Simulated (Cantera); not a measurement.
Input (Python, Cantera) and output of one run.

```python
import numpy as np
import cantera as ct

gas_names = """
    OH CL2 H2O
""".split()
cond_names = """
    LiCL(s) LiCL(L) Li2O(s) Li2O(L)
""".split()


def load(file, names, dense=False):
    # The tables refer to 1 bar. Condensed volumes are neglected.
    table = {s.name: s for s in ct.Species.list_from_file(file)}
    out = []
    for n in names:
        d = dict(table[n].input_data)
        d["thermo"] = dict(d["thermo"], **{"reference-pressure": 1e5})
        if dense:
            d["equation-of-state"] = {"model": "constant-volume", "density": "1e6 g/cm^3"}
        out.append(ct.Species.from_dict(d))
    return out


species = {s.name: s for s in load("nasa_gas.yaml", gas_names) + load("nasa_condensed.yaml", cond_names)}
# Each term lists the table entries of one substance; the one whose range holds T is used.
reactions = {
    '2 OH(g) + 2 LiCl = Cl2(g) + Li2O + H2O(g)':
        [(-2, ['OH']), (-2, ['LiCL(s)', 'LiCL(L)']), (1, ['CL2']), (1, ['Li2O(s)', 'Li2O(L)']), (1, ['H2O'])],
}


def pick(names, T):
    return next(species[n] for n in names if species[n].thermo.min_temp <= T <= species[n].thermo.max_temp)


results = []
for label, terms in reactions.items():
    print(label)
    print("     T/K   dH/kJ  dS/(J/K)   dG/kJ   log10 K")
    for T in [498, 598, 698, 798, 898, 998, 1098, 1198, 1298, 1398, 1498]:
        used = [(nu, pick(names, T)) for nu, names in terms]
        dH = sum(nu * s.thermo.h(T) for nu, s in used) / 1e6
        dS = sum(nu * s.thermo.s(T) for nu, s in used) / 1e3
        dG = dH - T * dS / 1e3
        logK = -dG * 1e6 / (ct.gas_constant * T * np.log(10))
        results.append((label, T, dH, dS, dG, logK, [s.name for _, s in used]))
        print(f"{T:8g} {dH:8.1f} {dS:8.1f} {dG:8.1f} {logK:8.2f}")
```

Output:

```
2 OH(g) + 2 LiCl = Cl2(g) + Li2O + H2O(g)
     T/K   dH/kJ  dS/(J/K)   dG/kJ   log10 K
     498   -108.4    -51.0    -83.0     8.70
     598   -110.8    -55.4    -77.6     6.78
     698   -113.1    -59.0    -71.9     5.38
     798   -115.4    -62.1    -65.9     4.31
     898   -157.6   -109.9    -58.8     3.42
     998   -160.3   -112.8    -47.7     2.50
    1098   -162.1   -115.0    -35.9     1.71
    1198   -163.8   -116.5    -24.3     1.06
    1298   -165.1   -117.5    -12.6     0.51
    1398   -166.0   -118.1     -0.8     0.03
    1498   -166.4   -118.5     11.0    -0.38
```

Standard-state values (1 bar) from the NASA 1993 polynomials, evaluated with Cantera. Condensed species are held in their standard states even where they would react or evaporate.
